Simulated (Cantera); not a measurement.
A closed system holds: 1 mol CF4, 0.012 mol F2, 5.4 mol H2, held at 0.100 bar.

These are equilibrium values from Cantera (NASA tables, ideal gas, pure condensed phases), not measurements of a reactor. Candidate condensed phases: C, C6H6, C7H8, C8H18; 110 gas species. Ions and electrons are included (thermal ionisation). Rates play no part. All values below are at 3227 °C.

Base state: H 0.509, HF 0.341, H2 0.0742, F 0.0315, C3 0.0172, C 0.0116, C2H 0.00520, C2 0.00495 (mole fractions); condensed: gas only.

Q: What changes in the equilibrium state with this change: CF4 replaced by CCl4?

A: 
| species | before | after |
|---|---|---|
| H | 0.509 | 0.566 |
| Cl | 0 | 0.244 |
| H2 | 0.0742 | 0.0918 |
| HF | 0.341 | 0.00167 |
| HCl | 0 | 0.0598 |
| F | 0.0315 | 0.000139 |
| C3 | 0.0172 | 0.0135 |
| C | 0.0116 | 0.0107 |
| C2HCl | 0 | 5.98e-5 |
| CCl | 0 | 4.78e-5 |
The tables' values for CCl are old estimates; treat these amounts as uncertain.
